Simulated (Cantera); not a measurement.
An adiabatic, constant-volume homogeneous reactor starts with CH4 : C2H6 : O2 : N2 = 1 : 0.19 : 1.27 : 4.77 (molar parts), equivalence ratio 2.1, at 1150 K and 0.987 atm. Integrator tolerance rtol = 1e-08.

Detailed kinetics in Cantera: GRI-Mech 3.0 (53 species, 325 reactions).

```tsv
quantity	before	after
time of steepest temperature rise	6.51 ms	11.1 ms
temperature at 0.200 s	2492 K	2473 K
equilibrium temperature	2492 K	2473 K
x(CH4) at 0.200 s	1.46e-10 (gas-phase equilibrium 1.64e-10)	3.26e-11 (gas-phase equilibrium 3.67e-11)
x(C2H6) at 0.200 s	<1e-12 (gas-phase equilibrium <1e-12)	<1e-12 (gas-phase equilibrium <1e-12)
x(O2) at 0.200 s	5.65e-6 (gas-phase equilibrium 5.65e-6)	1.03e-5 (gas-phase equilibrium 1.03e-5)
x(NO) at 0.200 s	9.82e-5 (gas-phase equilibrium 9.82e-5)	0.000128 (gas-phase equilibrium 0.000128)
x(NO2) at 0.200 s	7.38e-10 (gas-phase equilibrium 7.38e-10)	8.92e-10 (gas-phase equilibrium 8.92e-10)
```

Q: Name the change that produced these shifts.
A. initial temperature 1150 to 1175 K
B. constant pressure in place of constant volume
C. pressure from 0.987 atm to 0.365 atm
D. pressure from 0.987 atm to 0.454 atm

A: D, pressure from 0.987 atm to 0.454 atm
